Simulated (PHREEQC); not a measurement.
A solution holds 110 mmol/kgw Cu(NO3)2 and 1.6 mmol/kgw KCl, at 25 °C. Closed to the air; pH follows from the charge balance.

Equilibrium calculation in PHREEQC: ion-association model, phreeqc.dat.

Problem. The ionic strength comes out as 0.331 mol/kgw. What activity coefficients do H+, CuCl+, K+, Cu2(OH)2+2, Cl- get?

Solution. H+ 0.78, CuCl+ 0.68, K+ 0.67, Cu2(OH)2+2 0.29, Cl- 0.68.

This is a speciation only: nothing precipitates in the calculation. Complexes and solids missing from the database can't appear.
